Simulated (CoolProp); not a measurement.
R143a along the isobar 0.97 MPa: density (kg/m³) from the reference equation and from simpler models built on Tc = 72.7 °C, pc = 3.762 MPa, ω = 0.261; each cubic takes its own stable root.

The numbers come from the reference Helmholtz-energy equation of state, Lemmon and Jacobsen 2000 in CoolProp.

```json
[
 {"T (°C)": "-33.45", "phase": "liquid", "reference": "1130", "van der Waals": "633.2", "Redlich-Kwong": "920.2", "Soave-Redlich-Kwong": "957.4", "Peng-Robinson": "1083"},
 {"T (°C)": "-22.15", "phase": "liquid", "reference": "1097", "van der Waals": "613.7", "Redlich-Kwong": "887.8", "Soave-Redlich-Kwong": "926.7", "Peng-Robinson": "1050"},
 {"T (°C)": "-10.85", "phase": "liquid", "reference": "1062", "van der Waals": "45.30", "Redlich-Kwong": "852.3", "Soave-Redlich-Kwong": "892.8", "Peng-Robinson": "1012"},
 {"T (°C)": "0.45", "phase": "liquid", "reference": "1025", "van der Waals": "42.41", "Redlich-Kwong": "812.8", "Soave-Redlich-Kwong": "854.9", "Peng-Robinson": "969.8"},
 {"T (°C)": "11.75", "phase": "liquid", "reference": "983.3", "van der Waals": "39.95", "Redlich-Kwong": "41.78", "Soave-Redlich-Kwong": "811.5", "Peng-Robinson": "921.1"},
 {"T (°C)": "23.05", "phase": "gas", "reference": "40.90", "van der Waals": "37.81", "Redlich-Kwong": "39.15", "Soave-Redlich-Kwong": "39.70", "Peng-Robinson": "40.23"},
 {"T (°C)": "34.35", "phase": "gas", "reference": "38.05", "van der Waals": "35.93", "Redlich-Kwong": "36.92", "Soave-Redlich-Kwong": "37.26", "Peng-Robinson": "37.74"},
 {"T (°C)": "45.65", "phase": "gas", "reference": "35.74", "van der Waals": "34.25", "Redlich-Kwong": "35.00", "Soave-Redlich-Kwong": "35.20", "Peng-Robinson": "35.62"},
 {"T (°C)": "56.95", "phase": "gas", "reference": "33.81", "van der Waals": "32.75", "Redlich-Kwong": "33.31", "Soave-Redlich-Kwong": "33.41", "Peng-Robinson": "33.79"},
 {"T (°C)": "68.25", "phase": "gas", "reference": "32.15", "van der Waals": "31.39", "Redlich-Kwong": "31.82", "Soave-Redlich-Kwong": "31.84", "Peng-Robinson": "32.19"},
 {"T (°C)": "79.55", "phase": "gas", "reference": "30.69", "van der Waals": "30.15", "Redlich-Kwong": "30.47", "Soave-Redlich-Kwong": "30.44", "Peng-Robinson": "30.76"}
]
```

At some of these states van der Waals, Redlich-Kwong gives the other phase, because its saturation line lies elsewhere.
